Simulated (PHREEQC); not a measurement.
Dissolve 0.0074 mol/kgw FeSO4, 0.088 mol/kgw NaH2PO4 and 0.12 mol/kgw NaCl at 20 °C. Closed to the air; pH follows from the charge balance.

The numbers come from PHREEQC with the ion-association model, phreeqc.dat.

| quantity | before | after |
|---|---|---|
| pH | 4.38 | 4.44 |
| ionic strength (mol/kgw) | 0.221 | 0.102 |
| SO4-2 (mol/kgw) | 0.00571 | 0.00633 |
| NaSO4- (mol/kgw) | 0.00163 | 0.000994 |
| Fe+2 (mol/kgw) | 0.000522 | 0.000423 |
| FeSO4 (mol/kgw) | 4.19e-5 | 6.35e-5 |
| SI of Melanterite (FeSO4:7H2O) | -4.32 | -4.13 |

### Question
Which change was made?
A. diluted 2-fold with water
B. diluted 100-fold with water
C. NaH2PO4 replaced by Na2SO4 at the same molality
D. NaH2PO4 replaced by H3PO4 at the same molality
E. NaCl left out

### Answer
E, NaCl left out

Precipitation was switched off in this run. Some of these states are supersaturated (in Vivianite, for instance).
